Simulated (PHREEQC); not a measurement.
A solution holds 0.019 mol/kgw NH4HF2, 0.0062 mol/kgw (NH4)2SiF6, 0.0016 mol/kgw HBF4 and 0.00039 mol/kgw H2SO4, at 25 °C. Closed to the air; pH follows from the charge balance.

All values are PHREEQC results (ion-association model, wateq4f.dat), not measurements.

```tsv
quantity	before	after
pH	3.06	3.16
ionic strength (mol/kgw)	0.0389	0.0403
HF (mol/kgw)	0.0176	0.0163
F- (mol/kgw)	0.0165	0.0194
HF2- (mol/kgw)	0.00113	0.00123
H2F2 (mol/kgw)	0.000818	0.000702
SI of Quartz (SiO2)	-5.28	-5.29
```

Problem. What was changed between the two runs?
A. HBF4 replaced by KF at the same molality
B. H2SO4 from 0.00039 to 0.00195 mol/kgw
C. (NH4)2SiF6 from 0.0062 to 0.062 mol/kgw
D. temperature from 25 to 90 °C
E. NH4HF2 replaced by NH4BF4 at the same molality

Solution. A, HBF4 replaced by KF at the same molality

Precipitation was switched off in this run. SiF6-2 is the database's only silicon fluoride. Real BF4- forms and hydrolyses slowly; the run takes it at equilibrium.
